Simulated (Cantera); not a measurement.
Cantera run:

```python
import numpy as np
import cantera as ct

gas_names = """
    C CO CO2 C2 C2O C3 C3O2 C4 C5 Fe FeC5O5 FeO O O2 O3
""".split()
cond_names = """
    C(gr) Fe(a) Fe(c) Fe(d) Fe(L) FeC5O5(L) FeO(s) FeO(L) Fe2O3(s) Fe3O4(s)
""".split()


# ... load() reads the species with a 1 bar reference pressure and builds the phases ...
atoms = {
    'Fe3O4': {'Fe': 3, 'O': 4},
    'C': {'C': 1},
    'CO': {'C': 1, 'O': 1},
}
top_T = {'C(gr)': 4500, 'Fe2O3(s)': 1830, 'Fe3O4(s)': 1870}  # K; cautious upper limits of use, not melting points


# ... equilibrate(T, P, feed) seeds the gas with the atoms and calls Mixture.equilibrate('TP', solver="vcs", rtol=1e-11, max_steps=5000) ...
results = []
feed = {'Fe3O4': 1, 'C': 4, 'CO': 0.32}  # mol
T = 1623.15  # K
P = 1333.22  # Pa
mix = equilibrate(T, P, feed)
results.append((T, P, feed, dict(zip(mix.species_names, mix.species_moles))))
print(gas.report(threshold=0.0001))
for i in range(1, mix.n_phases):
    print(f"{mix.phase(i).name:16s} {mix.phase_moles(i):12.5e} mol")
```

It prints:

```
       temperature   1623.2 K
          pressure   1333.2 Pa
           density   0.0027674 kg/m^3
  mean mol. weight   28.014 kg/kmol
   phase of matter   gas

                          1 kg             1 kmol
                     ---------------   ---------------
          enthalpy       -2.4029e+06       -6.7313e+07  J
   internal energy       -2.8846e+06       -8.0809e+07  J
           entropy             10248        2.8709e+05  J/K
    Gibbs function       -1.9037e+07        -5.333e+08  J
 heat capacity c_p            1266.5             35478  J/K
 heat capacity c_v            969.67             27164  J/K

                      mass frac. Y      mole frac. X     chem. pot. / RT
                     ---------------   ---------------   ---------------
                CO           0.99974           0.99987            -39.52
                Fe        0.00025067        0.00012575           -6.7941
     [  +13 minor]        5.1086e-06        3.2518e-06

C(gr)             1.40496e-05 mol
Fe(c)             2.99946e+00 mol
FeC5O5(L)         0.00000e+00 mol
FeO(s)            0.00000e+00 mol
Fe2O3(s)          0.00000e+00 mol
Fe3O4(s)          0.00000e+00 mol
```

Cantera equilibrium calculation (NASA polynomials, part measured and part estimated; ideal gas, pure solids and liquids).
